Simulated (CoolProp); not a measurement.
The numbers come from the reference Helmholtz-energy equation of state, Thol 2016 in CoolProp.

**Question.** Give the vapour pressure (kPa), liquid density (kg/m³), vapour density (kg/m³), surface tension (mN/m) of saturated hexamethyldisiloxane (MM) at 265.5 K.

**Answer.** 
```csv
T (K),p (kPa),liquid density (kg/m³),vapour density (kg/m³),surface tension (mN/m)
265.5,0.823,793,0.0606,18.4
```

Surface tension comes from a separate correlation (Mulero 2014), older than this fluid's equation and unchecked against measurements.
